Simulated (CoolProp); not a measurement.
Vapour pressure (bar) of sulfur hexafluoride: the reference equation beside estimates from Tc = 318.7 K, pc = 37.55 bar, ω = 0.210. Clausius-Clapeyron is anchored at 254.9 K with a constant enthalpy of vaporisation of 13.95 kJ/mol.

Model: reference Helmholtz-energy equation of state, Guder 2009, in CoolProp.

| T (K) | reference | Lee-Kesler | Clausius-Clapeyron | van der Waals | Peng-Robinson |
|---|---|---|---|---|---|
| 236.5 | 3.870 | 3.944 | 4.369 | 10.07 | 3.913 |
| 240.2 | 4.433 | 4.515 | 4.873 | 10.86 | 4.478 |
| 243.8 | 5.037 | 5.127 | 5.403 | 11.66 | 5.085 |
| 247.5 | 5.720 | 5.819 | 5.989 | 12.53 | 5.772 |
| 251.2 | 6.470 | 6.576 | 6.618 | 13.43 | 6.526 |
| 254.9 | 7.291 | 7.403 | 7.291 | 14.37 | 7.352 |
| 258.6 | 8.187 | 8.304 | 8.012 | 15.36 | 8.253 |
| 262.2 | 9.135 | 9.255 | 8.758 | 16.36 | 9.207 |
| 265.9 | 10.19 | 10.31 | 9.574 | 17.43 | 10.27 |
| 269.6 | 11.33 | 11.46 | 10.44 | 18.54 | 11.42 |
| 273.3 | 12.57 | 12.69 | 11.36 | 19.69 | 12.67 |
| 276.9 | 13.86 | 13.98 | 12.30 | 20.86 | 13.97 |
| 280.6 | 15.29 | 15.41 | 13.33 | 22.10 | 15.42 |
| 284.3 | 16.83 | 16.94 | 14.40 | 23.38 | 16.97 |
| 288 | 18.48 | 18.59 | 15.54 | 24.71 | 18.64 |

Absolute difference from the reference over all 15 rows, mean and median: Lee-Kesler 1.3 and 1.3 %, Clausius-Clapeyron 8.1 and 7.9 %, van der Waals 85.7 and 79.1 %, Peng-Robinson 0.9 and 0.8 %.
